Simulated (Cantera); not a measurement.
## Premixed flame

A freely propagating, adiabatic, planar premixed flame of 12.0 % CH4, 18.5 % O2, 69.5 % N2, equivalence ratio 1.3, unburnt at 525 K and 750 Torr; unity-Lewis-number transport, grid criteria slope 0.08 and curve 0.16, no radiation.

Computed with Cantera and GRI-Mech 3.0 (53 species, 325 reactions). Unity Lewis numbers drop preferential diffusion, which matters most where H2 and H carry the flame. Burning velocities carry a grid error of a few per cent, more on coarse grids.

```
z (mm)  T (K)  u (m/s)     x CH4      x O2     x CO2      x H2    x C2H6       x O
------  -----  -------  --------  --------  --------  --------  --------  --------
-1.70     526    0.469     0.120     0.185   1.38e-5   1.99e-5   1.09e-6     <1e-8
-1.13     532    0.474     0.120     0.184  0.000153  0.000220   1.21e-5     <1e-8
-0.850    558    0.498     0.118     0.182  0.000714   0.00103   5.66e-5     <1e-8
-0.567    696    0.625     0.107     0.167   0.00374   0.00541  0.000294     <1e-8
-0.283   1174     1.07    0.0665     0.113    0.0151    0.0218   0.00103   1.95e-6
-0.142   1571     1.46    0.0318    0.0659    0.0251    0.0359  0.000851   4.22e-5
0        1933     1.83   0.00456    0.0211    0.0363    0.0451   4.32e-5  0.000389
0.142    2056     1.96  0.000136   0.00483    0.0446    0.0423   5.37e-8  0.000936
0.283    2083     1.98   3.16e-6   0.00216    0.0485    0.0421     <1e-8  0.000979
0.567    2112     2.00     <1e-8   0.00129    0.0506    0.0427     <1e-8  0.000713
1.13     2145     2.03     <1e-8  0.000740    0.0511    0.0426     <1e-8  0.000405
2.27     2174     2.05     <1e-8  0.000340    0.0513    0.0423     <1e-8  0.000183
4.53     2194     2.07     <1e-8  0.000131    0.0514    0.0422     <1e-8   6.97e-5
```
x: mole fraction of selected species; z is measured from the peak of heat release.

```
Property                     Result
------------------------  ---------
laminar burning velocity  46.8 cm/s
thermal thickness          0.567 mm
peak x(H2)                   0.0451
peak x(C2H6)                0.00111
peak x(O)                   0.00101
grid points                     136
```
